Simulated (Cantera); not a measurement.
Feed: 1 mol C2H4, 0.13 mol CO2, 3.4 mol N2, at 552 °C and 65.3 Torr.

Equilibrium computed with Cantera from the NASA thermochemical tables; the gas is ideal and each condensed phase is pure. Candidate condensed phases: C, C6H6, C7H8, C8H18, H2O; 136 gas species. Rates play no part.

Question: What is the equilibrium state?

Answer: 
```json
{
  "x(N2)": "0.614",
  "x(H2)": "0.333",
  "x(CO)": "0.0294",
  "x(H2O)": "0.0108",
  "x(CH4)": "0.00874",
  "x(CO2)": "0.00340",
  "x(NH3)": "3.07e-5",
  "n(C(graphite))": "1.90 mol",
  "gas_amount": "5.533 mol"
}
```
